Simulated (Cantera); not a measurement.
A freely propagating, adiabatic, planar premixed flame of CH4 : CO : O2 : N2 : CO2 = 1 : 0.11 : 2.7 : 10.2 : 0.29 (molar parts), unburnt at 675 K and 0.700 bar; mixture-averaged transport, grid criteria slope 0.08 and curve 0.16, no radiation.

Detailed kinetics in Cantera: GRI-Mech 3.0 (53 species, 325 reactions). Burning velocities carry a grid error of a few per cent, more on coarse grids.

**Question.** How do the results move with these cheaper or finer settings: unity-Lewis-number transport; multicomponent transport; multicomponent+Soret transport; grid criteria slope 0.5, curve 1; grid criteria slope 0.25, curve 0.5; grid criteria slope 0.03, curve 0.06?

**Answer.** 
| setting | laminar burning velocity | thermal thickness | peak x(O) | peak x(H2O2) | grid points |
|---|---|---|---|---|---|
| as above | 135 cm/s | 0.506 mm | 0.00616 | 1.04e-5 | 135 |
| unity-Lewis-number transport | 107 cm/s | 0.531 mm | 0.00684 | 5.87e-6 | 123 |
| multicomponent transport | 136 cm/s | 0.511 mm | 0.00618 | 1.03e-5 | 136 |
| multicomponent+Soret transport | 133 cm/s | 0.512 mm | 0.00617 | 1.05e-5 | 136 |
| grid criteria slope 0.5, curve 1 | 150 cm/s | 0.566 mm | 0.00647 | 9.95e-6 | 40 |
| grid criteria slope 0.25, curve 0.5 | 141 cm/s | 0.525 mm | 0.00630 | 1.06e-5 | 61 |
| grid criteria slope 0.03, curve 0.06 | 133 cm/s | 0.501 mm | 0.00609 | 1.03e-5 | 336 |
The base run took very roughly 9 core-seconds.
Unity Lewis numbers drop preferential diffusion, which matters most where H2 and H carry the flame; Soret adds thermal diffusion.
